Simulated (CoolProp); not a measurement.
Vapour-liquid equilibrium of toluene (1) + n-octane (2) at 487.5 K; x and y are mole fractions of (1).

The numbers come from the multi-fluid Helmholtz-energy mixture model, Lemmon 2006 and Beckmüller 2019; pair parameters Bell 2016 in CoolProp.

| x | bubble pressure, mixture model (kPa) | bubble pressure, Raoult's law (kPa) | y, mixture model | y, Raoult's law |
|---|---|---|---|---|
| 0.05 | 735.3 | 728.2 | 0.068 | 0.066 |
| 0.15 | 772.3 | 752.6 | 0.195 | 0.191 |
| 0.25 | 806.4 | 777.0 | 0.309 | 0.309 |
| 0.35 | 837.6 | 801.5 | 0.414 | 0.419 |
| 0.45 | 865.7 | 825.9 | 0.511 | 0.523 |
| 0.55 | 890.6 | 850.3 | 0.602 | 0.621 |
| 0.65 | 912.2 | 874.7 | 0.691 | 0.714 |
| 0.75 | 930.4 | 899.2 | 0.777 | 0.801 |
| 0.85 | 945.2 | 923.6 | 0.864 | 0.884 |
| 0.95 | 956.2 | 948.0 | 0.954 | 0.962 |

The largest gap from Raoult's law is +4.8 % in bubble pressure, at x = 0.45. No azeotrope shows between x = 0.05 and 0.95.

Pair parameters are fitted to limited data, so mixtures are less certain than the pure fluids.
